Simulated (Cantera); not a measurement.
A closed system holds: 1 mol C₂H₂, 0.017 mol NH₃, 2.7 mol H₂, 0.77 mol H₂O, held at 1.00 bar.

Method: chemical equilibrium by Gibbs-energy minimisation in Cantera with the NASA 1993 tables (ideal gas, pure condensed phases). Candidate condensed phases: C, C₆H₆, C₇H₈, C₈H₁₈, H₂O; 169 gas species. Ions and electrons are included (thermal ionisation). Equilibrium is a limit: real reactors are often held back by kinetics, nucleation or transport.

Q: At 4500 K, list the 5 most abundant gas species with their mole fractions, and the condensed phases.

A: H 0.784, CO 0.0765, C 0.0596, H₂ 0.0514, C₂ 0.0122. Condensed: gas only.
